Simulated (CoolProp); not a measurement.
Properties of R115 along the isotherm 86.95 °C.

Values from CoolProp's reference Helmholtz-energy equation of state, Lemmon 2016.

| p (bar) | phase | expansivity (1/kK) | fugacity coefficient |
|---|---|---|---|
| 0.99 | gas | 2.868 | 0.9904 |
| 2.25 | gas | 2.992 | 0.9781 |
| 5.13 | gas | 3.315 | 0.9502 |
| 11.7 | gas | 4.355 | 0.8868 |
| 26.5 | gas | 12.34 | 0.7428 |
| 60.4 | supercritical | 8.094 | 0.4393 |
| 137 | supercritical | 3.435 | 0.2777 |
| 313 | supercritical | 1.987 | 0.2519 |
